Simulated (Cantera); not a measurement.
A closed system holds: 1 mol Si, 1.6 mol NF₃, equilibrated at 0.0100 bar.

These are equilibrium values from Cantera (NASA tables, ideal gas, pure condensed phases), not measurements of a reactor. Candidate condensed phases: Si, Si₃N₄; 16 gas species. Rates play no part. All values below are at 1225 K.

Base state: SiF₄ 0.386, N₂ 0.308, F 0.303, F₂ 0.00248 (mole fractions); condensed: gas only.

Problem. What changes in the equilibrium state with this change: pressure from 0.0100 bar to 0.00150 bar?

Solution. 
```tsv
species	before	after
SiF₄	0.386	0.385
N₂	0.308	0.308
F	0.303	0.307
F₂	0.00248	0.000381
```
